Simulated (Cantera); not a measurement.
**Si2H6 + HCl + H2 + Cl2 (silicon epitaxy and polysilicon growth)**

Charge: 1 mol Si2H6, 2.6 mol HCl, 8.8 mol H2, 0.67 mol Cl2, held at 900 Torr.

Method: chemical equilibrium by Gibbs-energy minimisation in Cantera with the NASA 1993 tables (ideal gas, pure condensed phases). Candidate condensed phases: Si; 19 gas species. The feed counts by its element totals alone. The tables' values for SiCl3 are old estimates; treat these amounts as uncertain. Equilibrium is a limit: real reactors are often held back by kinetics, nucleation or transport.

| T (K) | x H2 | x HCl | x SiCl4 | x SiCl2 | x SiHCl3 | x SiCl3 | x SiH2Cl2 | x SiH3Cl | n Si(s) |
|---|---|---|---|---|---|---|---|---|---|
| 1050 | 0.911 | 0.0133 | 0.0423 | 0.000364 | 0.0300 | 0.000922 | 0.00243 | 5.12e-5 | 0.933 |
| 1100 | 0.906 | 0.0190 | 0.0410 | 0.000811 | 0.0288 | 0.00155 | 0.00243 | 5.44e-5 | 0.952 |
| 1150 | 0.901 | 0.0261 | 0.0390 | 0.00167 | 0.0273 | 0.00244 | 0.00240 | 5.70e-5 | 0.973 |
| 1200 | 0.894 | 0.0347 | 0.0364 | 0.00317 | 0.0255 | 0.00363 | 0.00234 | 5.89e-5 | 0.995 |
| 1250 | 0.886 | 0.0446 | 0.0330 | 0.00564 | 0.0233 | 0.00509 | 0.00225 | 6.00e-5 | 1.02 |
| 1300 | 0.877 | 0.0555 | 0.0288 | 0.00935 | 0.0207 | 0.00673 | 0.00211 | 6.01e-5 | 1.03 |
| 1350 | 0.867 | 0.0669 | 0.0240 | 0.0145 | 0.0178 | 0.00835 | 0.00192 | 5.93e-5 | 1.04 |
| 1400 | 0.856 | 0.0781 | 0.0189 | 0.0210 | 0.0146 | 0.00966 | 0.00171 | 5.74e-5 | 1.04 |
| 1450 | 0.846 | 0.0884 | 0.0139 | 0.0285 | 0.0115 | 0.0104 | 0.00147 | 5.45e-5 | 1.04 |
| 1500 | 0.837 | 0.0971 | 0.00965 | 0.0362 | 0.00861 | 0.0105 | 0.00122 | 5.09e-5 | 1.03 |
x: gas mole fraction; n: condensed amount in mol.

From 1050 K to 1500 K the condensed part is Si(s). The main Si-bearing gas is SiCl4 at 1050 K and SiCl2 at 1500 K. The share of Si in condensed phases is highest at 1400 K (52.2 %) and lowest at 1050 K (46.7 %).
